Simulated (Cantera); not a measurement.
Feed: 1 mol Si, a varied amount of HCl, 92 mol H₂, at 1573.15 K and 0.680 bar.

Cantera equilibrium calculation (NASA polynomials, part measured and part estimated; ideal gas, pure solids and liquids). Candidate condensed phases: Si; 19 gas species. The numbers say what is thermodynamically allowed, not how fast it happens.

Task: What share of the Si ends up in condensed phases as a function of n(HCl) (mol), at 1.4, 2.8, 4.2, 5.6, 7, 8.4, 9.8, 11, 13, 14, 15, 17, 18?

Result: 
```csv
n(HCl) (mol),Si condensed (%),as
1.4,93.7,Si(s)
2.8,78.2,Si(s)
4.2,56.5,Si(s)
5.6,30.4,Si(s)
7,1.1,Si(s)
8.4,0.0,-
9.8,0.0,-
11,0.0,-
13,0.0,-
14,0.0,-
15,0.0,-
17,0.0,-
18,0.0,-
```
